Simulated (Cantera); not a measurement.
Cantera run:

```python
import numpy as np
import cantera as ct

gas_names = """
    O2 F2
""".split()
cond_names = """
    Ca(L) CaF2(L) CaO(s)
""".split()


# ... load() reads the species with a 1 bar reference pressure and builds the phases ...
species = {s.name: s for s in load("nasa_gas.yaml", gas_names) + load("nasa_condensed.yaml", cond_names)}
T = 1725
g = {n: (s.thermo.h(T) - T * s.thermo.s(T)) / (ct.gas_constant * T * np.log(10)) for n, s in species.items()}
valid = cond_names  # the entries whose range holds T


def stable(la, lb):
    # potentials (over RT ln 10) of the two non-metals from log10 p(O2) and log10 p(F2) in bar
    mu = {}
    mu["O"] = (g["O2"] + la) / 2
    mu["F"] = (g["F2"] + lb) / 2
    cost = {}
    for n in valid:
        c = species[n].composition
        cost[n] = (g[n] - sum(c.get(e, 0) * m for e, m in mu.items())) / c["Ca"]
    return min(cost, key=cost.get)


results = []
for lb in [1, -0.5, -1.9, -3.4, -4.8, -6.3, -7.7, -9.2, -10.6, -12.1, -13.5, -15]:
    row = [stable(la, lb) for la in [-14, -13.3, -12.5, -11.8, -11.1, -10.3, -9.6, -8.8, -8.1, -7.4, -6.6, -5.9, -5.2, -4.4, -3.7, -2.9, -2.2, -1.5, -0.7, 0]]
    results.append(row)
    print(f"{lb:6.1f}  " + " ".join(f"{valid.index(n):x}" for n in row))
print("key: " + ", ".join(f"{i:x} {n}" for i, n in enumerate(valid)))
```

It prints:

```
   1.0  1 1 1 1 1 1 1 1 1 1 1 1 1 1 1 1 1 1 1 1
  -0.5  1 1 1 1 1 1 1 1 1 1 1 1 1 1 1 1 1 1 1 1
  -1.9  1 1 1 1 1 1 1 1 1 1 1 1 1 1 1 1 1 1 1 1
  -3.4  1 1 1 1 1 1 1 1 1 1 1 1 1 1 1 1 1 1 1 1
  -4.8  1 1 1 1 1 1 1 1 1 1 1 1 1 1 1 1 1 1 1 1
  -6.3  1 1 1 1 1 1 1 1 1 1 1 1 1 1 1 1 1 1 1 1
  -7.7  1 1 1 1 1 1 1 1 1 1 1 1 1 1 1 1 1 1 1 1
  -9.2  1 1 1 1 1 1 1 1 1 1 1 1 1 1 1 1 1 1 1 1
 -10.6  1 1 1 1 1 1 1 1 1 1 1 1 1 1 1 1 1 1 1 1
 -12.1  1 1 1 1 1 1 1 1 1 1 1 1 1 1 1 1 1 1 1 1
 -13.5  1 1 1 1 1 1 1 1 1 1 1 1 1 1 1 1 1 1 1 1
 -15.0  1 1 1 1 1 1 1 1 1 1 1 1 1 1 1 1 1 1 1 2
key: 0 Ca(L), 1 CaF2(L), 2 CaO(s)
```

Standard-state values (1 bar) from the NASA 1993 polynomials, evaluated with Cantera. Not in the tables: oxide halides. Part of the grid cannot be reached: there another gas would pass 10 bar, or a non-metal would condense.
